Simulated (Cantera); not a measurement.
## Low-pressure radical oxidation in H2/O2

A perfectly stirred reactor is fed with H2 : O2 = 0.37 : 1 (molar parts), at 0.0132 atm; it is held at 1375 K, and followed from long to short residence time.

Detailed kinetics in Cantera: the H2/O2 subset of GRI-Mech 3.0, which has no nitrogen chemistry. Radical loss at walls, strong at low pressure, is not modelled. The temperature is held fixed by assumption; the heat of reaction is taken as removed at once.

```
τ (s)       x H2   x O2     x OH   x H2O2    x HO2
------  --------  -----  -------  -------  -------
1.6     0.000831  0.683  0.00452  1.57e-7  3.26e-6
0.49     0.00179  0.678  0.00665  2.21e-7  4.89e-6
0.15     0.00376  0.669  0.00963  2.92e-7  6.45e-6
0.045    0.00750  0.651   0.0135  3.44e-7  7.41e-6
0.014     0.0128  0.623   0.0171  3.47e-7  7.38e-6
0.0041    0.0187  0.597   0.0196  3.22e-7  6.81e-6
0.0013    0.0269  0.589   0.0212  3.22e-7  6.42e-6
```
x: mole fraction; the columns are a selection and need not sum to one.
